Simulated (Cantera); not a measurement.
Input (Python, Cantera):

```python
import numpy as np
import cantera as ct

gas = ct.Solution("gri30.yaml")
gas.TPX = 1725, 54000, {'CH4': 1, 'H2': 2.9, 'H2O': 0.023}
reactor = ct.IdealGasConstPressureReactor(gas, energy="off", clone=False)
net = ct.ReactorNet([reactor])
net.rtol, net.atol = 1e-08, 1e-18
show = ['CH4', 'H2', 'CH2', 'C2H4', 'H', 'CH3']
times = np.geomspace(2e-05, 100, 14)

steps = ct.SolutionArray(gas, extra=["t"])
rows = []
print(f"{'t/s':>10s}{'T/K':>9s}{'P/Pa':>11s}" + "".join(f"{s:>11s}" for s in show))
for t in times:
    while net.time < t:
        t_next = net.step()
        steps.append(gas.state, t=t_next)
    rows.append([np.interp(t, steps.t, y) for y in (steps.T, steps.P, *steps(*show).X.T)])
    print(f"{t:10.3e}{rows[-1][0]:9.1f}{rows[-1][1]:11.4g}" + "".join(f"{x:11.3e}" for x in rows[-1][2:]))
rate = np.gradient(steps.T, steps.t)
print("integrator steps:", len(steps.t))
if steps.T.max() > steps.T[0] + 200:
    print(f"time of steepest temperature rise: {steps.t[rate.argmax()]:.4e} s")
gas.TPX = 1725, 54000, {'CH4': 1, 'H2': 2.9, 'H2O': 0.023}
gas.equilibrate("TP")
print(f"equilibrium (TP): T = {gas.T:.1f} K  " + "  ".join(f"{s} {gas[s].X[0]:.3e}" for s in show))
```

Output:

```
       t/s      T/K       P/Pa        CH4         H2        CH2       C2H4          H        CH3
 2.000e-05   1725.0    5.4e+04  2.547e-01  7.392e-01  3.549e-09  2.313e-07  2.030e-05  1.371e-04
 6.551e-05   1725.0    5.4e+04  2.544e-01  7.393e-01  3.338e-08  8.423e-06  6.097e-05  4.193e-04
 2.146e-04   1725.0    5.4e+04  2.531e-01  7.397e-01  1.534e-07  2.145e-04  1.344e-04  9.223e-04
 7.030e-04   1725.0    5.4e+04  2.482e-01  7.423e-01  2.196e-07  1.479e-03  1.649e-04  1.106e-03
 2.303e-03   1725.0    5.4e+04  2.325e-01  7.518e-01  2.097e-07  2.485e-03  1.681e-04  1.043e-03
 7.543e-03   1725.0    5.4e+04  1.918e-01  7.766e-01  1.826e-07  2.106e-03  1.770e-04  8.790e-04
 2.471e-02   1725.0    5.4e+04  1.210e-01  8.197e-01  1.310e-07  1.629e-03  1.954e-04  5.815e-04
 8.094e-02   1725.0    5.4e+04  5.363e-02  8.609e-01  7.075e-08  1.603e-03  2.190e-04  2.757e-04
 2.651e-01   1725.0    5.4e+04  2.124e-02  8.809e-01  3.322e-08  1.743e-03  2.352e-04  1.147e-04
 8.685e-01   1725.0    5.4e+04  1.462e-02  8.859e-01  2.371e-08  1.770e-03  2.395e-04  8.002e-05
 2.845e+00   1725.0    5.4e+04  1.418e-02  8.873e-01  2.229e-08  1.754e-03  2.398e-04  7.757e-05
 9.319e+00   1725.0    5.4e+04  1.410e-02  8.876e-01  2.200e-08  1.751e-03  2.398e-04  7.714e-05
 3.053e+01   1725.0    5.4e+04  1.410e-02  8.876e-01  2.200e-08  1.751e-03  2.398e-04  7.714e-05
 1.000e+02   1725.0    5.4e+04  1.410e-02  8.876e-01  2.200e-08  1.751e-03  2.398e-04  7.714e-05
integrator steps: 1342
equilibrium (TP): T = 1725.0 K  CH4 1.410e-02  H2 8.876e-01  CH2 2.200e-08  C2H4 1.751e-03  H 2.398e-04  CH3 7.714e-05
```

Detailed kinetics in Cantera: GRI-Mech 3.0 (53 species, 325 reactions). GRI-Mech 3.0 stops at C3 and has no aromatics, soot or wall deposition, so with more carbon than oxygen in the feed, carbon stays in small species such as C2H2 where larger ones or solid carbon would form.
